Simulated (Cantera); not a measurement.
## Low-pressure radical oxidation in H2/O2

An isothermal, constant-pressure homogeneous reactor starts with H2 : O2 = 0.0054 : 1 (molar parts), equivalence ratio 0.0027, at 1425 K and 0.00513 atm.

Cantera simulation using the H2/O2 subset of GRI-Mech 3.0, which has no nitrogen chemistry; the numbers are that mechanism's predictions, not measurements. Radical loss at walls, strong at low pressure, is not modelled.

```json
[
 {"t (s)": "1.00e-6", "x H2": "0.00537", "x O2": "0.995", "x OH": "<1e-12", "x O": "<1e-12", "x H": "6.77e-11", "x H2O": "<1e-12", "x HO2": "6.84e-11"},
 {"t (s)": "5.41e-6", "x H2": "0.00537", "x O2": "0.995", "x OH": "2.11e-11", "x O": "2.11e-11", "x H": "3.50e-10", "x H2O": "<1e-12", "x HO2": "3.71e-10"},
 {"t (s)": "2.93e-5", "x H2": "0.00537", "x O2": "0.995", "x OH": "5.19e-10", "x O": "5.20e-10", "x H": "1.49e-9", "x H2O": "4.69e-12", "x HO2": "2.01e-9"},
 {"t (s)": "0.000159", "x H2": "0.00537", "x O2": "0.995", "x OH": "7.85e-9", "x O": "7.96e-9", "x H": "3.35e-9", "x H2O": "4.40e-10", "x HO2": "1.09e-8"},
 {"t (s)": "0.000860", "x H2": "0.00537", "x O2": "0.995", "x OH": "7.00e-8", "x O": "7.50e-8", "x H": "6.87e-9", "x H2O": "2.29e-8", "x HO2": "5.87e-8"},
 {"t (s)": "0.00465", "x H2": "0.00537", "x O2": "0.995", "x OH": "2.26e-6", "x O": "2.61e-6", "x H": "1.30e-7", "x H2O": "2.42e-6", "x HO2": "3.13e-7"},
 {"t (s)": "0.0252", "x H2": "4.61e-5", "x O2": "0.989", "x OH": "0.000884", "x O": "0.00473", "x H": "9.25e-5", "x H2O": "0.00484", "x HO2": "8.97e-8"},
 {"t (s)": "0.136", "x H2": "1.13e-5", "x O2": "0.989", "x OH": "0.000756", "x O": "0.00475", "x H": "7.88e-5", "x H2O": "0.00494", "x HO2": "7.87e-8"},
 {"t (s)": "0.739", "x H2": "1.03e-5", "x O2": "0.990", "x OH": "0.000722", "x O": "0.00431", "x H": "6.82e-5", "x H2O": "0.00497", "x HO2": "7.48e-8"},
 {"t (s)": "4.00", "x H2": "6.59e-6", "x O2": "0.992", "x OH": "0.000578", "x O": "0.00271", "x H": "3.43e-5", "x H2O": "0.00506", "x HO2": "5.86e-8"}
]
```
x: mole fraction; the columns are a selection and need not sum to one.

Equilibrium at this temperature and pressure: H2 4.94e-8, O2 0.995, OH 5.02e-5, O 1.93e-5, H 2.12e-8, H2O 0.00536, HO2 2.21e-8 (gas phase only).
